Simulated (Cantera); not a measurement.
# Low-pressure radical oxidation in H2/O2

A perfectly stirred reactor is fed with H2 : O2 = 0.13 : 1 (molar parts), equivalence ratio 0.065, at 20.0 Torr; it is held at 998 K, and followed from long to short residence time.

Detailed kinetics in Cantera: the H2/O2 subset of GRI-Mech 3.0, which has no nitrogen chemistry. Radical loss at walls, strong at low pressure, is not modelled. The temperature is held fixed by assumption; the heat of reaction is taken as removed at once.

```
τ (s)       x H2   x O2       x H      x OH       x O   x H2O
------  --------  -----  --------  --------  --------  ------
9.6     0.000183  0.878   6.49e-6  0.000159  0.000131   0.122
3.0     0.000375  0.878   2.08e-5  0.000238  0.000280   0.122
0.96    0.000739  0.877   6.47e-5  0.000362  0.000575   0.121
0.30     0.00144  0.877  0.000205  0.000569   0.00117   0.120
0.095    0.00275  0.875  0.000635  0.000906   0.00228   0.118
0.030    0.00517  0.873   0.00192   0.00146   0.00429   0.114
0.0095   0.00970  0.868   0.00547   0.00230   0.00765   0.107
0.0030    0.0183  0.860    0.0133   0.00341    0.0123  0.0922
```
x: mole fraction; the columns are a selection and need not sum to one.
